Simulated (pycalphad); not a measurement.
Effect of Hf content in Ti-Hf-B

Computed with pycalphad from the COST 507 light-alloy database (1999), at 1 atm. The database dates from 1999; later assessments differ in places, in temperatures and in the compounds included. Phase fractions are per mole of atoms. Kinetics are ignored, which matters at the lower temperatures.

```
alloy                    liquidus (°C)  first solid  solidus (°C)   phases at 402 °C
-----------------------  -------------  -----------  ------------  -----------------
Ti-3.94Hf-1.01B (at.%)            1639          bcc          1541  hcp 0.98, BM 0.02
Ti-5.91Hf-1.01B (at.%)            1636          bcc          1542  hcp 0.98, BM 0.02
Ti-7.88Hf-1.01B (at.%)            1634          bcc          1543  hcp 0.98, BM 0.02
Ti-23.64Hf-1.01B (at.%)           1651          bcc          1557  hcp 0.98, BM 0.02
```

Database names, with the compositions (at.%) that they take in these runs: BM: Ti 46-50 B 50 Hf 0-4.
